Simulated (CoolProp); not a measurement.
Vapour-liquid equilibrium of n-octane (1) + p-xylene (2) at 0.0149 MPa; x and y are mole fractions of (1).

The numbers come from the multi-fluid Helmholtz-energy mixture model, Beckmüller 2019 and Zhou 2012; pair parameters Bell 2016 in CoolProp.

```
x     bubble temperature, mixture model (°C)  bubble temperature, Raoult's law (°C)  y, mixture model  y, Raoult's law
----  --------------------------------------  -------------------------------------  ----------------  ---------------
0.05                                    77.5                                   78.1             0.093            0.073
0.15                                    75.5                                   76.9             0.244            0.209
0.25                                    74.0                                   75.7               [?]            0.333
0.35                                    72.8                                   74.6             0.463            0.447
0.45                                    71.8                                   73.6             0.553            0.552
0.55                                    70.9                                   72.5               [?]            0.648
0.65                                     [?]                                   71.6             0.716            0.737
0.75                                    69.6                                   70.6             0.796            0.819
0.85                                    69.1                                   69.7             0.876            0.895
0.95                                     [?]                                   68.8             0.958            0.966
```

Problem. Complete the blanks.

Solution. 
- 0.25, y, mixture model: 0.363
- 0.55, y, mixture model: 0.636
- 0.65, bubble temperature, mixture model (°C): 70.2
- 0.95, bubble temperature, mixture model (°C): 68.6

The largest gap from Raoult's law is -1.8 K in bubble temperature, at x = 0.35. No azeotrope shows between x = 0.05 and 0.95.

The pair parameters rest on a limited set of measurements; away from them the model extrapolates.
